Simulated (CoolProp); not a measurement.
Vapour-liquid equilibrium of propane (1) + dimethyl ether (2) at 329.9 K; x and y are mole fractions of (1).

Values from CoolProp's multi-fluid Helmholtz-energy mixture model, Lemmon 2009 and Wu 2011; pair parameters Bell 2016.

```csv
x,bubble pressure (kPa),y at the bubble point,dew pressure at overall composition x (kPa),liquid density (mol/L)
0.05,1420,0.088,1386,12.92
0.125,1522,0.198,1453,12.59
0.2,1611,0.290,1524,…
0.275,…,…,1596,11.97
0.35,1755,0.440,…,11.69
0.425,1813,0.506,1741,11.41
0.5,1863,0.567,1808,11.15
0.575,1904,0.627,1868,…
0.65,1938,0.687,1918,10.68
0.725,1964,0.747,1956,10.47
0.8,1982,0.810,1980,10.28
0.875,1990,0.876,1990,…
0.95,1987,0.948,1987,9.956
```

**Question.** Complete the blanks.

**Answer.** 
- 0.2, liquid density (mol/L): 12.28
- 0.275, bubble pressure (kPa): 1688
- 0.275, y at the bubble point: 0.369
- 0.35, dew pressure at overall composition x (kPa): 1669
- 0.575, liquid density (mol/L): 10.90
- 0.875, liquid density (mol/L): 10.11

y crosses x between x = 0.875 and 0.95: the model has an azeotrope there.

The pair parameters rest on a limited set of measurements; away from them the model extrapolates.
